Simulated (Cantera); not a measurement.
Input (Python, Cantera):

```python
import numpy as np
import cantera as ct

gas = ct.Solution("gri30.yaml")
gas.TPX = 448, 100000, {'CO': 1, 'H2': 0.84, 'CH4': 1.4, 'O2': 7.29, 'N2': 27.4, 'H2O': 2.1}
inlet = ct.Reservoir(gas, clone=True)
gas.equilibrate("HP")  # start burning
reactor = ct.IdealGasConstPressureReactor(gas, energy="on", clone=False)
exhaust = ct.Reservoir(gas, clone=True)
tau = [0.24, 0.12, 0.056, 0.027, 0.013, 0.0065, 0.0031, 0.0015, 0.00074, 0.00036, 0.00017, 8.5e-05, 4.1e-05][0]
for a, b in ((inlet, reactor), (reactor, exhaust)):
    ct.MassFlowController(a, b, mdot=lambda t: reactor.mass / tau)
net = ct.ReactorNet([reactor])
show = ['CO', 'H2', 'CH4', 'H2O2', 'CH2']

rows = []
print(f"{'tau/s':>10s}{'T/K':>9s}" + "".join(f"{s:>11s}" for s in show))
for tau in [0.24, 0.12, 0.056, 0.027, 0.013, 0.0065, 0.0031, 0.0015, 0.00074, 0.00036, 0.00017, 8.5e-05, 4.1e-05]:
    net.initial_time = 0.0
    net.advance(30 * tau)
    before = gas.X
    net.advance(40 * tau)
    drift = np.max(np.abs(gas.X - before) / (gas.X + 1e-9))
    rows.append([gas.T, *gas[show].X, drift])
    print(f"{tau:10.3e}{gas.T:9.1f}" + "".join(f"{x:11.3e}" for x in gas[show].X))
```

Output:

```
     tau/s      T/K         CO         H2        CH4       H2O2        CH2
 2.400e-01   1606.6  1.868e-04  4.707e-05  6.847e-06  9.283e-08  1.028e-08
 1.200e-01   1604.7  2.991e-04  7.411e-05  1.063e-05  1.279e-07  1.922e-08
 5.600e-02   1601.5  5.022e-04  1.224e-04  1.722e-05  1.806e-07  3.744e-08
 2.700e-02   1596.8  8.253e-04  1.979e-04  2.740e-05  2.494e-07  6.924e-08
 1.300e-02   1589.4  1.359e-03  3.186e-04  4.389e-05  3.426e-07  1.249e-07
 6.500e-03   1578.6  2.186e-03  4.968e-04  6.937e-05  4.623e-07  2.125e-07
 3.100e-03   1560.6  3.652e-03  7.886e-04  1.159e-04  6.414e-07  3.628e-07
 1.500e-03   1532.1  6.115e-03  1.223e-03  2.015e-04  9.049e-07  5.922e-07
 7.400e-04   1486.0  1.044e-02  1.871e-03  3.855e-04  1.334e-06  9.313e-07
 3.600e-04    448.0  2.498e-02  2.098e-02  3.497e-02  2.921e-19 -8.631e-35
 1.700e-04    448.0  2.498e-02  2.098e-02  3.497e-02  2.965e-22  2.544e-36
 8.500e-05    448.0  2.498e-02  2.098e-02  3.497e-02  1.873e-23 -2.880e-37
 4.100e-05    448.0  2.498e-02  2.098e-02  3.497e-02  1.183e-24 -1.452e-38
```

Detailed kinetics in Cantera: GRI-Mech 3.0 (53 species, 325 reactions).
